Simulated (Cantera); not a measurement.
What does this Cantera script print?

```python
import numpy as np
import cantera as ct

gas_names = """
    Br Br2 H HBr H2 Si SiBr SiBr2 SiBr3 SiBr4 SiH SiHBr3 SiH2 SiH2Br2 SiH3 SiH3Br SiH4 Si2 Si3
""".split()
cond_names = """
    Br2(cr) Br2(L) Si(cr) Si(L)
""".split()


def load(file, names, dense=False):
    # The tables refer to 1 bar. Condensed volumes are neglected.
    table = {s.name: s for s in ct.Species.list_from_file(file)}
    out = []
    for n in names:
        d = dict(table[n].input_data)
        d["thermo"] = dict(d["thermo"], **{"reference-pressure": 1e5})
        if dense:
            d["equation-of-state"] = {"model": "constant-volume", "density": "1e6 g/cm^3"}
        out.append(ct.Species.from_dict(d))
    return out


gas = ct.Solution(thermo="ideal-gas", species=load("nasa_gas.yaml", gas_names))
cond = {s.name: ct.Solution(thermo="fixed-stoichiometry", species=[s], name=s.name)
        for s in load("nasa_condensed.yaml", cond_names, dense=True)}
atoms = {
    'Si': {'Si': 1},
    'HBr': {'H': 1, 'Br': 1},
}
top_T = {}  # K; cautious upper limits of use, not melting points


def equilibrate(T, P, feed):
    n = {}
    for name, mol in feed.items():
        for a, k in atoms[name].items():
            n[a] = n.get(a, 0.0) + k * mol
    gas.TPX = T, P, n
    mass = sum(n.values()) * gas.mean_molecular_weight
    gas.equilibrate("TP")
    valid = [c for c in cond.values() if c.min_temp <= T <= top_T.get(c.name, c.max_temp)]
    mix = ct.Mixture([(gas, mass / gas.mean_molecular_weight)] + [(c, 0.0) for c in valid])
    mix.T, mix.P = T, P
    mix.equilibrate("TP", solver="vcs", rtol=1e-11, max_steps=5000)
    return mix


results = []
T = 1500  # K
P = 220  # Pa
for m in [1.1, 4.1, 7.1, 10, 13, 16, 19, 22, 25]:
    feed = {'Si': 1, 'HBr': m}  # mol
    mix = equilibrate(T, P, feed)
    results.append((T, P, feed, dict(zip(mix.species_names, mix.species_moles))))

top = {s: max(r[3][s] / sum(r[3][g] for g in gas_names) for r in results) for s in gas_names}
cols = sorted((s for s in top if top[s] > 1e-06), key=lambda s: -top[s])[:5]
seen = [c for c in cond_names if any(r[3].get(c, 0) > 1e-12 for r in results)]
print("log10 of partial pressures in bar; condensed amounts in mol")
print(f"{'n(HBr)':>10s}" + "".join(f"{s[:9]:>10s}" for s in cols + seen))
for T, P, feed, n in results:
    ng = sum(n[g] for g in gas_names)
    print(f"{feed['HBr']:10.4g}" + "".join(f"{np.log10(max(n[s] / ng * P / 1e5, 1e-99)):10.3f}" for s in cols)
          + "".join(f"{n.get(c, 0):10.4g}" for c in seen))
```

Result:

```
log10 of partial pressures in bar; condensed amounts in mol
    n(HBr)       HBr        H2     SiBr2        Br     SiBr3    Si(cr)
       1.1    -3.282    -3.080    -3.096    -4.494    -5.106     0.592
       4.1    -2.993    -3.238    -3.290    -4.126    -4.932         0
       7.1    -2.857    -3.421    -3.547    -3.899    -4.961         0
        10    -2.816    -3.517    -3.708    -3.810    -5.034         0
        13    -2.796    -3.581    -3.831    -3.758    -5.105         0
        16    -2.785    -3.624    -3.928    -3.725    -5.169         0
        19    -2.778    -3.656    -4.008    -3.702    -5.225         0
        22    -2.773    -3.681    -4.076    -3.684    -5.276         0
        25    -2.769    -3.700    -4.134    -3.671    -5.321         0
```

Method: chemical equilibrium by Gibbs-energy minimisation in Cantera with the NASA 1993 tables (ideal gas, pure condensed phases). The tables' values for SiBr3, SiBr are old estimates; treat these amounts as uncertain.
